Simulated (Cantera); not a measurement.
Mixture: CH4 : O2 : N2 = 1 : 1.05 : 3.96 (molar parts), equivalence ratio 1.9, at 101000 Pa, adiabatic and at constant volume. Ignition delay is the time to a rise of 400 K.

Detailed kinetics in Cantera: GRI-Mech 3.0 (53 species, 325 reactions).

Question: Predict: delay at 1200 K; delay at 1300 K; delay at 1400 K; delay at 1500 K; apparent activation energy between 1450 and 1550 K.

Answer: 
```json
{
  "delay at 1200 K": "60.9 ms",
  "delay at 1300 K": "15.4 ms",
  "delay at 1400 K": "4.42 ms",
  "delay at 1500 K": "1.43 ms",
  "apparent activation energy between 1450 and 1550 K": "200 kJ/mol"
}
```
